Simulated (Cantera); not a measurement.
Charge: 1 mol CH₂F₂, 0.03 mol HCl, equilibrated at 2200 K and 1.70 mbar.

Method: chemical equilibrium by Gibbs-energy minimisation in Cantera with the NASA 1993 tables (ideal gas, pure condensed phases). Candidate condensed phases: C, C₆H₆, C₇H₈, C₈H₁₈; 118 gas species. The numbers say what is thermodynamically allowed, not how fast it happens.

Base state: HF 0.974, Cl 0.00971, H 0.00690, HCl 0.00493, H₂ 0.00255, F 0.00227, CF 2.57e-5, CF₂ 1.07e-5 (mole fractions); condensed: C(graphite).

Q: What changes in the equilibrium state with this change: temperature from 2200 K to 2450 K?

A: 
```json
[
 {"species": "HF", "before": "0.974", "after": "0.941"},
 {"species": "H", "before": "0.00690", "after": "0.0246"},
 {"species": "F", "before": "0.00227", "after": "0.0166"},
 {"species": "Cl", "before": "0.00971", "after": "0.0125"},
 {"species": "C₂", "before": "1.24e-7", "after": "1.21e-5"},
 {"species": "C₃", "before": "1.42e-6", "after": "0.000132"},
 {"species": "C", "before": "8.98e-7", "after": "4.85e-5"},
 {"species": "C₂H", "before": "6.13e-7", "after": "1.38e-5"},
 {"species": "CF", "before": "2.57e-5", "after": "0.000464"},
 {"species": "C(graphite), mol", "before": "1.000", "after": "0.998"}
]
```
